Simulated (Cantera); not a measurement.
# SiCl4 + N2 (silicon epitaxy and polysilicon growth)

Charge: 1 mol SiCl4, 150 mol N2, held at 950 K and 3.90 mbar.

Equilibrium computed with Cantera from the NASA thermochemical tables; the gas is ideal and each condensed phase is pure. Candidate condensed phases: Si, Si3N4; 13 gas species. Kinetics and transport are ignored.

x(N2): 0.993
x(SiCl4): 0.00662
gas amount: 151.0 mol
log10 activity of Si(s) (absent): -12.59
